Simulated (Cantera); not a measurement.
# Thermodynamics of boron, boron nitride and boron oxide, feed BF3 + H2O

A closed system holds: 1 mol BF3, 0.23 mol H2O, at 13.3 mbar.

Method: chemical equilibrium by Gibbs-energy minimisation in Cantera with the NASA 1993 tables (ideal gas, pure condensed phases). Candidate condensed phases: B, B2O3, B3O3H3, H2O; 43 gas species. The tables' values for BF2 are old estimates; treat these amounts as uncertain. Gases not in the tables: H3BO3. Rates play no part.

| T (K) | log p BF3 | log p HF | log p BOF | log p F | log p BF2 | log p H2O |
|---|---|---|---|---|---|---|
| 1398 | -2.14 | -2.40 | -2.74 | -9.33 | -8.00 | -3.85 |
| 1498 | -2.15 | -2.39 | -2.69 | -8.46 | -7.31 | -4.34 |
| 1598 | -2.15 | -2.38 | -2.68 | -7.68 | -6.73 | -4.83 |
| 1698 | -2.15 | -2.38 | -2.68 | -6.96 | -6.23 | -5.27 |
| 1798 | -2.15 | -2.38 | -2.68 | -6.31 | -5.81 | -5.67 |
| 1898 | -2.15 | -2.38 | -2.68 | -5.73 | -5.44 | -6.02 |
| 1998 | -2.15 | -2.38 | -2.68 | -5.22 | -5.08 | -6.34 |
| 2098 | -2.15 | -2.38 | -2.68 | -4.79 | -4.73 | -6.63 |
| 2198 | -2.16 | -2.38 | -2.68 | -4.42 | -4.40 | -6.89 |
| 2298 | -2.16 | -2.38 | -2.68 | -4.09 | -4.09 | -7.13 |
| 2398 | -2.17 | -2.38 | -2.68 | -3.79 | -3.80 | -7.35 |
log p: log10 of the partial pressure in bar; nothing condenses.

From 1398 K to 2398 K nothing is condensed.
